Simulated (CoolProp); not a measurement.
Vapour-liquid equilibrium of hydrogen chloride (1) + propane (2) at 235.4 K; x and y are mole fractions of (1).

Values from CoolProp's multi-fluid Helmholtz-energy mixture model, Thol 2018 and Lemmon 2009; pair parameters Bell 2016.

Give the bubble pressure and the first vapour's composition at x = 0.2, 0.35, 0.5. Is there an azeotrope?

x = 0.2: 420.8 kPa, y = 0.738; x = 0.35: 555.9 kPa, y = 0.819; x = 0.5: 639.7 kPa, y = 0.858. No azeotrope shows between x = 0.05 and 0.95.

Pair parameters are fitted to limited data, so mixtures are less certain than the pure fluids. With so large a gap from Raoult's law the liquid may split in two, which this calculation doesn't test in full.
